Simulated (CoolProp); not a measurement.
Model: reference Helmholtz-energy equation of state, Gao 2016, in CoolProp.

Problem. Give the vapour pressure (MPa), liquid density (kg/m³), enthalpy of vaporisation (kJ/kg), surface tension (mN/m) of saturated sulfur dioxide at 294.8, 373.7 K.

Solution. 
```csv
T (K),p (MPa),liquid density (kg/m³),enthalpy of vaporisation (kJ/kg),surface tension (mN/m)
294.8,0.350,1380,360,22.3
373.7,2.81,1110,256,7.40
```

Surface tension comes from a separate correlation (Mulero 2012).
